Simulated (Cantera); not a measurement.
A Cantera script and its output.

```python
import numpy as np
import cantera as ct

gas = ct.Solution("gri30.yaml", transport_model="multicomponent")
show = ['NH3', 'H2', 'CH3']

rows = []
print(f"{'T/K':>7s}{'rho':>11s}{'cp':>10s}{'mu':>11s}{'lambda':>11s}{'Pr':>7s}" + "".join(f"{'D_' + s:>11s}" for s in show))
for T in [400, 550, 700, 850, 1000, 1150, 1300, 1450, 1600]:
    gas.TPX = T, 13332, {'N2O': 0.29, 'CO2': 0.24, 'O2': 0.97}
    Pr = gas.cp_mass * gas.viscosity / gas.thermal_conductivity
    D = [gas.mix_diff_coeffs_mole[gas.species_index(s)] for s in show]
    rows.append([gas.density, gas.cp_mass, gas.viscosity, gas.thermal_conductivity, Pr, *D])
    print(f"{T:7g}{gas.density:11.4e}{gas.cp_mass:10.1f}{gas.viscosity:11.4e}"
          f"{gas.thermal_conductivity:11.4e}{Pr:7.3f}" + "".join(f"{d:11.4e}" for d in D))
print("SI units: kg/m3, J/kg/K, Pa s, W/m/K, m2/s")
```

Result:

```
    T/K        rho        cp         mu     lambda     Pr      D_NH3       D_H2      D_CH3
    400 1.4529e-01     947.5 2.3019e-05 3.0368e-02  0.718 2.5904e-04 9.3069e-04 2.6112e-04
    550 1.0566e-01    1018.9 2.9392e-05 4.1511e-02  0.721 4.7176e-04 1.5947e-03 4.5756e-04
    700 8.3020e-02    1077.7 3.5012e-05 5.2188e-02  0.723 7.3260e-04 2.3888e-03 6.9362e-04
    850 6.8369e-02    1122.6 4.0116e-05 6.2219e-02  0.724 1.0363e-03 3.3021e-03 9.6565e-04
   1000 5.8114e-02    1156.8 4.4840e-05 7.1632e-02  0.724 1.3790e-03 4.3269e-03 1.2710e-03
   1150 5.0534e-02    1181.3 4.9273e-05 8.0377e-02  0.724 1.7579e-03 5.4570e-03 1.6078e-03
   1300 4.4703e-02    1202.1 5.3471e-05 8.8773e-02  0.724 2.1710e-03 6.6875e-03 1.9743e-03
   1450 4.0079e-02    1219.8 5.7477e-05 9.6858e-02  0.724 2.6164e-03 8.0143e-03 2.3694e-03
   1600 3.6321e-02    1235.2 6.1322e-05 1.0467e-01  0.724 3.0929e-03 9.4338e-03 2.7919e-03
SI units: kg/m3, J/kg/K, Pa s, W/m/K, m2/s
```

Cantera simulation using GRI-Mech 3.0 (53 species, 325 reactions); the numbers are that mechanism's predictions, not measurements. The composition is frozen, though it would react at the higher temperatures.
